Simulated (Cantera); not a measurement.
Feed: 1 mol Al, 0.41 mol H₂O, 36 mol H₂, held at 2148 K and 0.0100 bar.

Method: chemical equilibrium by Gibbs-energy minimisation in Cantera with the NASA 1993 tables (ideal gas, pure condensed phases). Candidate condensed phases: Al, Al₂O₃, H₂O; 19 gas species. The tables' values for AlOH are old estimates; treat these amounts as uncertain. The numbers say what is thermodynamically allowed, not how fast it happens.

Base state: H₂ 0.942, H 0.0404, Al 0.0110, Al₂O 0.00613, H₂O 0.000391, AlOH 0.000222, AlH 0.000220, AlO 1.98e-5 (mole fractions); condensed: Al₂O₃(s).

Question: What changes in the equilibrium state with this change: pressure from 0.0100 bar to 0.870 bar?

Answer: 
| species | before | after |
|---|---|---|
| H₂ | 0.942 | 0.979 |
| Al₂O | 0.00613 | 0.0100 |
| Al | 0.0110 | 0.00521 |
| H | 0.0404 | 0.00442 |
| AlO | 1.98e-5 | 7.86e-7 |
| H₂O | 0.000391 | 3.41e-5 |
| AlH | 0.000220 | 0.000993 |
| AlOH | 0.000222 | 8.38e-5 |
| Al₂O₃(s), mol | 0.0513 | 0.0111 |
